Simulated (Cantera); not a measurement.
Input: 1 mol B₂O₃, 11 mol H₂O, 25 mol H₂, 0.23 mol NH₃, equilibrated at 4.00 mbar.

Method: chemical equilibrium by Gibbs-energy minimisation in Cantera with the NASA 1993 tables (ideal gas, pure condensed phases). Candidate condensed phases: B, BN, B₂O₃, B₃O₃H₃, H₂O; 39 gas species. Equilibrium is a limit: real reactors are often held back by kinetics, nucleation or transport.

Q: At 1750 °C, list the 6 most abundant gas species with their mole fractions, and the condensed phases.

A: H₂ 0.655, H₂O 0.265, HBO₂ 0.0493, H 0.0243, N₂ 0.00303, OH 0.00102. Condensed: gas only.
